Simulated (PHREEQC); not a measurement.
A solution holds 0.0067 mol/kgw KHSO4, 0.0021 mol/kgw LiOH and 0.00089 mol/kgw Cd(NO3)2, at 25 °C. Closed to the air; pH follows from the charge balance.

The numbers come from PHREEQC with the ion-association model, phreeqc.dat.

```yaml
pH: 2.50
ionic_strength: 0.0191 mol/kgw
specific_conductance: 2540 µS/cm
total_alkalinity: -4.60 meq/kg
```

| species | molality | activity | log γ |
|---|---|---|---|
| K+ | 0.00656 | 0.00571 | -0.060 |
| SO4-2 | 0.00515 | 0.00303 | -0.230 |
| H+ | 0.00354 | 0.00315 | -0.050 |
| Li+ | 0.00207 | 0.00182 | -0.055 |
| NO3- | 0.00178 | 0.00154 | -0.062 |
| HSO4- | 0.00106 | 0.000928 | -0.059 |
| Cd+2 | 0.000579 | 0.000336 | -0.236 |
| CdSO4 | 0.000293 | 0.000294 | 0.002 |
| KSO4- | 0.000138 | 0.000121 | -0.057 |

No solid was allowed to form. Complexes and solids missing from the database can't appear.
